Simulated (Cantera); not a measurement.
Input: 1 mol Si3N4, 0.054 mol O2, 1.1 mol N2, held at 2023.15 K and 0.133 bar.

Method: chemical equilibrium by Gibbs-energy minimisation in Cantera with the NASA 1993 tables (ideal gas, pure condensed phases). Candidate condensed phases: Si, SiO2, Si2N2O, Si3N4; 16 gas species. The tables' values for SiN are old estimates; treat these amounts as uncertain. The numbers say what is thermodynamically allowed, not how fast it happens.

Base state: N2 0.966, SiO 0.0336, Si 0.000427, Si2N 4.86e-5, SiN 3.78e-5 (mole fractions); condensed: Si(l).

### Question
What changes in the equilibrium state with this change: O2 from 0.054 to 2.4 mol?

### Answer
```tsv
species	before	after
N2	0.966	0.721
SiO	0.0336	0.279
Si	0.000427	3.74e-6
Si2N	4.86e-5	3.21e-9
SiN	3.78e-5	2.86e-7
Si(l), mol	2.89	0
SiO2(l), mol	0	1.80
```
The tables hold silica as quartz up to 1696 K and as liquid above; real silica turns to tridymite and cristobalite and melts near 1996 K.
